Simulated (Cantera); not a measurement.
**Stirred combustor or abatement burner**

A perfectly stirred reactor is fed with CH4 : C2H6 : O2 : N2 = 1 : 0.17 : 4.9 : 18.4 (molar parts), equivalence ratio 0.53, at 6600 Torr; it is adiabatic with a 648 K inlet, and is followed from long to short residence time, starting on the burning branch (τ in s: 0.2, 0.095, 0.044, 0.02, 0.0094, 0.0044, 0.002, 0.00094, 0.00043, 0.0002, 9.3e-05, 4.3e-05, 2e-05).

Detailed kinetics in Cantera: GRI-Mech 3.0 (53 species, 325 reactions).

```tsv
τ (s)	T (K)	x CH4	x C2H6	x O2	x H2O	x C2H4
0.20	1824	1.45e-6	4.85e-8	0.0938	0.102	1.71e-7
0.095	1823	2.85e-6	9.75e-8	0.0938	0.102	3.43e-7
0.044	1823	5.49e-6	1.94e-7	0.0938	0.102	6.78e-7
0.020	1821	1.02e-5	3.78e-7	0.0938	0.102	1.30e-6
0.0094	1819	1.78e-5	6.92e-7	0.0939	0.102	2.34e-6
0.0044	1816	3.05e-5	1.24e-6	0.0940	0.102	4.07e-6
0.0020	1810	5.32e-5	2.25e-6	0.0943	0.101	7.01e-6
0.00094	1801	9.14e-5	3.97e-6	0.0947	0.101	1.16e-5
0.00043	1785	0.000166	7.36e-6	0.0957	0.101	1.94e-5
0.00020	1754	0.000331	1.48e-5	0.0976	0.0996	3.39e-5
9.3e-5	648	0.0409	0.00695	0.200	<1e-12	<1e-12
4.3e-5	648	0.0409	0.00695	0.200	<1e-12	<1e-12
2.0e-5	648	0.0409	0.00695	0.200	<1e-12	<1e-12
```
x: mole fraction; the columns are a selection and need not sum to one.
